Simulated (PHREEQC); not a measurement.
2.3 g of hydrous ferric oxide (600 m²/g; 0.2 weak and 0.005 strong sites per Fe, Dzombak-Morel constants, diffuse double layer) in 1 kg of water with 0.01 mol/kgw of an inert sodium salt and 7.3e-06 mol/kgw ZnSO4, at 25 °C; the pH is set by adding NaOH or the inert anion's acid. O2 is buffered at 0.21 atm. CO2 from the air is kept out. Nothing may precipitate in this run.

All values are PHREEQC results (ion-association model, wateq4f.dat), not measurements.

Question: Predict S sorbed (%), surface charge σ (C/m²), surface potential ψ (mV) at pH = 7, 8.5, 9.

Answer: 
```tsv
pH	S sorbed (%)	surface charge σ (C/m²)	surface potential ψ (mV)
7	65.5	0.017	60
8.5	0.3	-0.005	-21
9	0.0	-0.013	-49
```

Species that the database lacks are ignored. The oxide is taken as insoluble; below pH 4 it would dissolve.
